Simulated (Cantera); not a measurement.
Feed: 1 mol Cu2O, 0.85 mol CH4, 3.4 mol H2, at 0.0450 bar.

Equilibrium computed with Cantera from the NASA thermochemical tables; the gas is ideal and each condensed phase is pure. Candidate condensed phases: C, C6H6, C7H8, C8H18, Cu, CuO, Cu(OH)2, Cu2O, H2O; 113 gas species. Kinetics and transport are ignored. All values below are at 1725 °C.

Base state: H2 0.748, CO 0.128, Cu 0.0939, H2O 0.0219, H 0.00654, CO2 0.000820, Cu2 0.000385, OH 1.91e-5 (mole fractions); condensed: Cu(l).

Q: What changes in the equilibrium state with this change: pressure from 0.0450 bar to 1 atm?

A: 
```
species       before    after
----------  --------  -------
H2             0.748    0.828
CO             0.128    0.141
H2O           0.0219   0.0242
Cu            0.0939  0.00417
Cu2         0.000385  1.71e-5
OH           1.91e-5  4.21e-6
H            0.00654  0.00145
Cu(l), mol      1.38     1.97
```
